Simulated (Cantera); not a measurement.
An adiabatic, constant-pressure homogeneous reactor starts with 1.37 % C₃H₈, 20.8 % O₂, 77.9 % N₂, equivalence ratio 0.33, at 1650 K and 1.97 atm.

Detailed kinetics in Cantera: GRI-Mech 3.0 (53 species, 325 reactions). GRI-Mech 3.0 was tuned for natural gas; its chemistry of propane as a main component is partial and can be far from experiment.

One state of this run: T (K) = 2338; x C₃H₈ = <1e-12; x O₂ = 0.136; x OH = 0.00454; x NO = 0.000621; x HO₂ = 5.58e-6; x H₂O₂ = 1.29e-7. x: mole fraction; the columns are a selection and need not sum to one.

Problem. Which value of t (s) does it belong to?
A. 2.09e-5
B. 9.56e-5
C. 4.57e-6
D. 0.00200

Solution. D, 0.00200
